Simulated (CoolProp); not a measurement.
n-perfluorohexane along the isobar 2.53 MPa: density (kg/m³) from the reference equation and from simpler models built on Tc = 448.0 K, pc = 1.742 MPa, ω = 0.497; each cubic takes its own stable root.

Model: reference Helmholtz-energy equation of state, Gao 2022, in CoolProp.

| T (K) | phase | reference |
|---|---|---|
| 328.1 | liquid | 1601 |
| 335.9 | liquid | 1577 |
| 343.6 | liquid | 1553 |
| 351.4 | liquid | 1528 |
| 359.2 | liquid | 1502 |
| 366.9 | liquid | 1475 |
| 374.7 | liquid | 1447 |
| 382.5 | liquid | 1418 |
| 390.2 | liquid | 1387 |
| 398 | liquid | 1355 |
| 405.8 | liquid | 1319 |

Q: How far does each simpler model (van der Waals, Redlich-Kwong) lie from the reference over these 11 states: mean and median of the absolute difference, and the worst?

A: 
- van der Waals: mean 41.6 %, median 41.7 %, worst -42.3 % at 328.1 K and 2.53 MPa
- Redlich-Kwong: mean 19.7 %, median 19.6 %, worst -21.3 % at 405.8 K and 2.53 MPa
